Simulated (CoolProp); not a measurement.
Properties of R1224YDZ along the isobar 4.99 MPa (Tc = 428.7 K, pc = 3.334 MPa, ω = 0.325).

Model: reference Helmholtz-energy equation of state, Akasaka 2023, in CoolProp.

```
T (K)          phase  density (kg/m³)  cp (kJ/(kg K))
-----  -------------  ---------------  --------------
245.4         liquid             1506           1.055
270           liquid             1447           1.088
294.6         liquid             1386           1.129
319.1         liquid             1321           1.175
343.7         liquid             1250           1.229
368.3         liquid             1171           1.294
392.9         liquid             1077           1.381
417.5         liquid            957.4           1.527
442.1  supercritical            764.9           2.028
466.6  supercritical            391.8           2.183
```
